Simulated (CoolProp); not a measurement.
Aqueous potassium formate as a coolant, at -10 °C, 1 atm.

Model: Melinder's fits for secondary coolants, in CoolProp.

```tsv
mass %	freezing point (°C)	viscosity (mPa s)	conductivity (W/(m K))	Prandtl number	density (kg/m³)
22.7	-13.9	3.21	0.517	20.7	1149
27	-17.9	3.46	0.509	?	1179
31.3	-22.7	3.72	?	?	?
35.6	-28.3	?	0.492	23.9	1241
39.9	-34.8	?	0.482	25.6	1273
44.3	?	5.00	0.471	28.9	1308
```

**Question.** Fill in the missing entries.

**Answer.** 
- 27, Prandtl number: 21.6
- 31.3, conductivity (W/(m K)): 0.501
- 31.3, Prandtl number: 22.6
- 31.3, density (kg/m³): 1210
- 35.6, viscosity (mPa s): 4.00
- 39.9, viscosity (mPa s): 4.37
- 44.3, freezing point (°C): -42.6
